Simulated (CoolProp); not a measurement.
A simple Rankine cycle with R365MFC: condensing at 307.15 K, boiler at 1.16 MPa, turbine inlet 408.8 K, turbine efficiency 0.6, pump efficiency 0.8, no recuperator. Each further row changes one setting.

The numbers come from the reference Helmholtz-energy equation of state, Lemmon 2016 in CoolProp.

```json
[
 {"case": "as stated", "thermal efficiency (%)": "10.4", "net work (kJ/kg)": "29.5", "heat in (kJ/kg)": "284", "turbine exit temperature (K)": "366.1", "volume ratio over the turbine": "16.5"},
 {"case": "turbine inlet 428.8 K", "thermal efficiency (%)": "10.2", "net work (kJ/kg)": "31.9", "heat in (kJ/kg)": "312", "turbine exit temperature (K)": "388.6", "volume ratio over the turbine": "15.8"},
 {"case": "condensing temperature 299.15 K", "thermal efficiency (%)": "11.2", "net work (kJ/kg)": "33.0", "heat in (kJ/kg)": "295", "turbine exit temperature (K)": "362.6", "volume ratio over the turbine": "22.4"},
 {"case": "boiler pressure 0.812 MPa", "thermal efficiency (%)": "9.3", "net work (kJ/kg)": "27.0", "heat in (kJ/kg)": "292", "turbine exit temperature (K)": "375.3", "volume ratio over the turbine": "10.7"},
 {"case": "turbine efficiency 0.5", "thermal efficiency (%)": "8.6", "net work (kJ/kg)": "24.4", "heat in (kJ/kg)": "284", "turbine exit temperature (K)": "370.6", "volume ratio over the turbine": "16.7"}
]
```
